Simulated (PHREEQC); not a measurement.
Solution (75 °C): 0.054 mol H2SO4, 0.0013 mol ZnSO4 and 0.00037 mol MgSO4 per kg of water. It is in equilibrium with CO2 at log p = -3.5 (atm). Otherwise closed; pH follows from the charge balance.

Equilibrium calculation in PHREEQC: ion-association model, wateq4f.dat.

**Question.** The ionic strength comes out as 0.0683 mol/kgw. What activity coefficients do SO4-2, HSO4-, Zn(SO4)2-2, Mg+2, H+ get?

**Answer.** SO4-2 0.39, HSO4- 0.78, Zn(SO4)2-2 0.38, Mg+2 0.41, H+ 0.83.

Precipitation was switched off in this run. Species that the database lacks are ignored. Away from 25 °C the constants follow the database's enthalpies or fits; those with neither stay at their 25 °C values.
